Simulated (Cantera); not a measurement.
Input: 1 mol BN, 28 mol Cl2, 81 mol H2, a varied amount of O2, held at 477 °C and 3.30 Pa.

Method: chemical equilibrium by Gibbs-energy minimisation in Cantera with the NASA 1993 tables (ideal gas, pure condensed phases). Candidate condensed phases: B, BN, B2O3, B3O3H3, H2O, NH4Cl; 49 gas species. Equilibrium is a limit: real reactors are often held back by kinetics, nucleation or transport.

**Question.** Which condensed phases are stable at each of these points (n(O2) (mol)): 0.25, 0.29, 0.34, 0.4, 0.46, 0.53, 0.62, 0.72, 0.84, 0.97, 1.1, 1.3, 1.5?

**Answer.** 
| n(O2) (mol) | condensed phases | B condensed (%) |
|---|---|---|
| 0.25 | BN(s) + B2O3(l) | 100.0 |
| 0.29 | BN(s) + B2O3(l) | 100.0 |
| 0.34 | BN(s) + B2O3(l) | 100.0 |
| 0.4 | BN(s) + B2O3(l) | 100.0 |
| 0.46 | BN(s) + B2O3(l) | 100.0 |
| 0.53 | BN(s) + B2O3(l) | 100.0 |
| 0.62 | BN(s) + B2O3(l) | 100.0 |
| 0.72 | BN(s) + B2O3(l) | 100.0 |
| 0.84 | B2O3(l) | 100.0 |
| 0.97 | B2O3(l) | 100.0 |
| 1.1 | B2O3(l) | 100.0 |
| 1.3 | B2O3(l) | 100.0 |
| 1.5 | B2O3(l) | 100.0 |

From 0.25 mol O2 to 0.72 mol O2 the condensed part is BN(s) + B2O3(l). From 0.84 mol O2 to 1.5 mol O2 the condensed part is B2O3(l).
